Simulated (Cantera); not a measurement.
## Ignition delay

Mixture: 3.10 % C3H8, 20.4 % O2, 76.5 % N2, at 760 Torr, adiabatic and at constant volume. Ignition delay is the time to a rise of 400 K.

Cantera simulation using GRI-Mech 3.0 (53 species, 325 reactions); the numbers are that mechanism's predictions, not measurements. GRI-Mech 3.0 was tuned for natural gas; its chemistry of propane as a main component is partial and can be far from experiment.

```
T0 (K)  delay (ms)
------  ----------
1198          5.91
1273          1.40
1348         0.416
1423         0.154
1498        0.0693
1573        0.0368
```

```
Item                                                    Result
--------------------------------------------------  ----------
apparent activation energy between 1423 and 1573 K  180 kJ/mol
```
